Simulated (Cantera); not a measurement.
An isothermal, constant-pressure homogeneous reactor starts with 27.9 % H2, 71.5 % O2, 0.551 % H2O, equivalence ratio 0.20, at 1050 K and 17.3 Torr.

Model: the H2/O2 subset of GRI-Mech 3.0, which has no nitrogen chemistry, integrated in Cantera. Radical loss at walls, strong at low pressure, is not modelled. The temperature is held fixed by assumption; the heat of reaction is taken as removed at once.

x: mole fraction; the columns are a selection and need not sum to one.

```csv
t (s),x H2,x O2,x H2O2,x HO2,x O,x H2O
7.00e-6,0.279,0.715,<1e-12,8.61e-11,3.74e-12,0.00551
2.08e-5,0.279,0.715,<1e-12,2.57e-10,2.97e-11,0.00551
6.20e-5,0.279,0.715,<1e-12,7.68e-10,2.22e-10,0.00551
0.000185,0.279,0.715,1.89e-12,2.36e-9,2.41e-9,0.00551
0.000549,0.279,0.715,2.75e-11,2.39e-8,3.73e-7,0.00551
0.00164,0.0675,0.621,9.39e-7,2.15e-5,0.0358,0.165
0.00487,0.00535,0.656,1.35e-6,2.96e-5,0.0115,0.312
0.0145,0.000384,0.668,1.03e-6,1.23e-5,0.000706,0.330
0.0431,3.27e-5,0.669,4.11e-7,2.28e-6,6.29e-5,0.330
0.128,?,0.669,?,?,?,0.331
0.382,6.66e-7,0.669,5.24e-8,9.93e-8,2.10e-6,0.331
1.14,1.57e-7,0.669,1.92e-8,2.77e-8,5.58e-7,0.331
3.39,4.37e-8,0.669,6.94e-9,8.76e-9,1.64e-7,0.331
10.1,1.32e-8,0.669,2.47e-9,3.49e-9,5.11e-8,0.331
30.0,4.26e-9,0.669,8.77e-10,2.38e-9,1.67e-8,0.331
```

Question: Fill in the missing entries.

Answer: 
- 0.128, x H2: 3.83e-6
- 0.128, x H2O2: 1.45e-7
- 0.128, x HO2: 4.24e-7
- 0.128, x O: 9.64e-6
